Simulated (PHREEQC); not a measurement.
**Leach liquor: speciation**

A solution holds 11 mmol/kgw HCl, 0.45 mmol/kgw FeSO4 and 8.8 mmol/kgw MgSO4, at 15 °C. Closed to the air; pH follows from the charge balance.

Equilibrium calculation in PHREEQC: ion-association model, phreeqc.dat.

Each row changes one thing in this solution. This is a speciation only: nothing precipitates in the calculation.

| case | pH | ionic strength (mol/kgw) | Mg+2 (mol/kgw) | SO4-2 (mol/kgw) | HSO4- (mol/kgw) | MgSO4 (mol/kgw) |
|---|---|---|---|---|---|---|
| as made | 2.11 | 0.0365 | 0.00700 | 0.00537 | 0.00200 | 0.00180 |
| MgSO4 from 0.0088 to 0.00088 mol/kgw | 2.02 | 0.0152 | 0.000832 | 0.000825 | 0.000435 | 4.83e-5 |
| HCl from 0.011 to 0.0121 mol/kgw | 2.06 | 0.0375 | 0.00705 | 0.00527 | 0.00215 | 0.00175 |
| 0.00011 mol/kgw NH4HSO4 added | 2.10 | 0.0367 | 0.00699 | 0.00543 | 0.00204 | 0.00181 |
| FeSO4 left out | 2.10 | 0.0353 | 0.00705 | 0.00511 | 0.00194 | 0.00175 |
| temperature from 15 to 30 °C | 2.12 | 0.0343 | 0.00662 | 0.00466 | 0.00231 | 0.00218 |
| FeSO4 replaced by Fe2(SO4)3 at the same molality | 2.11 | 0.0368 | 0.00698 | 0.00548 | 0.00203 | 0.00182 |
| HCl replaced by MnCl2 at the same molality | 6.58 | 0.0559 | 0.00718 | 0.00592 | 6.83e-8 | 0.00162 |

Some of these states are supersaturated (in Hematite (slow to form), Goethite (slow to form), for instance).
